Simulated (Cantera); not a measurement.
# NO annealing gas

An isothermal, constant-pressure homogeneous reactor starts with 14.7 % NO, 85.3 % N₂, at 2148 K and 0.430 bar.

Model: GRI-Mech 3.0 (53 species, 325 reactions), integrated in Cantera.

```json
[
 {"t (s)": "2.00e-5", "x NO": "0.147", "x NO₂": "9.50e-9", "x O₂": "1.10e-9", "x N₂": "0.853", "x O": "5.93e-7", "x N₂O": "5.73e-7"},
 {"t (s)": "6.54e-5", "x NO": "0.147", "x NO₂": "8.10e-8", "x O₂": "1.20e-8", "x N₂": "0.853", "x O": "2.00e-6", "x N₂O": "1.77e-6"},
 {"t (s)": "0.000214", "x NO": "0.147", "x NO₂": "5.16e-7", "x O₂": "1.40e-7", "x N₂": "0.853", "x O": "7.23e-6", "x N₂O": "4.82e-6"},
 {"t (s)": "0.000700", "x NO": "0.147", "x NO₂": "2.52e-6", "x O₂": "1.89e-6", "x N₂": "0.853", "x O": "2.88e-5", "x N₂O": "9.43e-6"},
 {"t (s)": "0.00229", "x NO": "0.147", "x NO₂": "9.02e-6", "x O₂": "2.82e-5", "x N₂": "0.853", "x O": "9.94e-5", "x N₂O": "1.11e-5"},
 {"t (s)": "0.00749", "x NO": "0.146", "x NO₂": "1.59e-5", "x O₂": "0.000282", "x N₂": "0.853", "x O": "0.000179", "x N₂O": "1.08e-5"},
 {"t (s)": "0.0245", "x NO": "0.144", "x NO₂": "1.83e-5", "x O₂": "0.00135", "x N₂": "0.854", "x O": "0.000206", "x N₂O": "1.04e-5"},
 {"t (s)": "0.0801", "x NO": "0.136", "x NO₂": "2.34e-5", "x O₂": "0.00513", "x N₂": "0.858", "x O": "0.000273", "x N₂O": "9.25e-6"},
 {"t (s)": "0.262", "x NO": "0.109", "x NO₂": "3.05e-5", "x O₂": "0.0185", "x N₂": "0.872", "x O": "0.000432", "x N₂O": "5.84e-6"},
 {"t (s)": "0.857", "x NO": "0.0447", "x NO₂": "1.98e-5", "x O₂": "0.0508", "x N₂": "0.904", "x O": "0.000674", "x N₂O": "1.13e-6"},
 {"t (s)": "2.80", "x NO": "0.00840", "x NO₂": "4.32e-6", "x O₂": "0.0689", "x N₂": "0.922", "x O": "0.000777", "x N₂O": "2.85e-7"},
 {"t (s)": "9.17", "x NO": "0.00700", "x NO₂": "3.61e-6", "x O₂": "0.0696", "x N₂": "0.923", "x O": "0.000780", "x N₂O": "2.77e-7"},
 {"t (s)": "30.0", "x NO": "0.00700", "x NO₂": "3.61e-6", "x O₂": "0.0696", "x N₂": "0.923", "x O": "0.000780", "x N₂O": "2.77e-7"}
]
```
x: mole fraction; the columns are a selection and need not sum to one.

Equilibrium at this temperature and pressure: NO 0.00700, NO₂ 3.61e-6, O₂ 0.0696, N₂ 0.923, O 0.000780, N₂O 2.77e-7 (gas phase only).
